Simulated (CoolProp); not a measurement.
A simple Rankine cycle with R134a: condensing at 317.15 K, boiler at 3.29 MPa, turbine inlet 368.9 K, turbine efficiency 0.6, pump efficiency 0.6, no recuperator. Each further row changes one setting.

Values from CoolProp's reference Helmholtz-energy equation of state, Tillner-Roth 1994.

```csv
case,thermal efficiency (%),net work (kJ/kg),heat in (kJ/kg),turbine exit temperature (K),volume ratio over the turbine
as stated,5.1,8.79,172,321.3,3.56
turbine inlet 388.9 K,5.6,11.5,206,349.3,3.25
condensing temperature 309.15 K,6.0,11.1,184,314.4,4.49
boiler pressure 2.3 MPa,4.1,8.00,196,344.0,2.17
turbine efficiency 0.5,3.9,6.79,172,323.0,3.61
```
